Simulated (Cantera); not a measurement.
Charge: 1 mol C2H5OH, 0.073 mol NH3, equilibrated at 1273 K and 2.00 mbar.

Cantera equilibrium calculation (NASA polynomials, part measured and part estimated; ideal gas, pure solids and liquids). Kinetics and transport are ignored.

```csv
species,before,after
H2,0.750,0.750
CO,0.241,0.168
N2,0.00880,0.0816
HCN,1.30e-5,3.95e-5
CH4,1.06e-5,1.06e-5
H,1.38e-5,1.38e-5
"C(graphite), mol",1.000,1.000
```
Gas species are given as mole fractions.

**Question.** Name the change that produced these shifts.
(A) NH3 from 0.073 to 0.014 mol
(B) NH3 from 0.073 to 0.97 mol
(C) temperature from 1273 K to 2025 K
(D) NH3 from 0.073 to 0.16 mol

**Answer.** B, NH3 from 0.073 to 0.97 mol
